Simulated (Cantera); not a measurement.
A freely propagating, adiabatic, planar premixed flame of CH4 : O2 : N2 : H2O = 1 : 2 : 7.52 : 0.82 (molar parts), unburnt at 548 K and 1.80 bar; mixture-averaged transport, grid criteria slope 0.08 and curve 0.16, no radiation.

Detailed kinetics in Cantera: GRI-Mech 3.0 (53 species, 325 reactions). Burning velocities carry a grid error of a few per cent, more on coarse grids.

x: mole fraction of selected species; z is measured from the peak of heat release.

| z (mm) | T (K) | u (m/s) | x CH4 | x O2 | x C2H6 | x HCO | x HO2 | x CH2 |
|---|---|---|---|---|---|---|---|---|
| -0.833 | 548 | 0.680 | 0.0881 | 0.176 | 2.74e-8 | <1e-8 | 6.80e-8 | <1e-8 |
| -0.555 | 551 | 0.685 | 0.0877 | 0.176 | 5.88e-7 | <1e-8 | 8.93e-7 | <1e-8 |
| -0.416 | 561 | 0.699 | 0.0868 | 0.175 | 4.27e-6 | <1e-8 | 4.49e-6 | <1e-8 |
| -0.278 | 627 | 0.785 | 0.0822 | 0.170 | 4.89e-5 | <1e-8 | 3.12e-5 | <1e-8 |
| -0.139 | 1004 | 1.27 | 0.0580 | 0.137 | 0.000591 | 2.86e-7 | 0.000148 | 4.96e-8 |
| -0.0694 | 1396 | 1.78 | 0.0317 | 0.0981 | 0.000833 | 6.99e-6 | 0.000170 | 3.48e-6 |
| 0 | 1771 | 2.27 | 0.00677 | 0.0524 | 9.25e-5 | 2.89e-5 | 8.85e-5 | 4.14e-5 |
| 0.0694 | 1926 | 2.46 | ? | ? | ? | ? | ? | ? |
| 0.139 | 1982 | 2.52 | 8.22e-6 | 0.0200 | <1e-8 | 3.33e-7 | 1.03e-5 | 3.63e-7 |
| 0.278 | 2048 | 2.59 | <1e-8 | 0.0155 | <1e-8 | 3.37e-8 | 6.88e-6 | <1e-8 |
| 0.555 | 2119 | 2.67 | <1e-8 | ? | <1e-8 | ? | ? | <1e-8 |
| 1.11 | 2181 | 2.74 | <1e-8 | 0.00938 | <1e-8 | <1e-8 | 2.40e-6 | <1e-8 |
| 2.22 | 2224 | 2.79 | <1e-8 | 0.00725 | <1e-8 | <1e-8 | 1.45e-6 | <1e-8 |

Some entries are withheld; supply them.


- 0.0694, x CH4: 0.000339
- 0.0694, x O2: 0.0276
- 0.0694, x C2H6: 2.27e-7
- 0.0694, x HCO: 7.70e-6
- 0.0694, x HO2: 1.85e-5
- 0.0694, x CH2: 1.04e-5
- 0.555, x O2: 0.0123
- 0.555, x HCO: 1.58e-8
- 0.555, x HO2: 4.22e-6
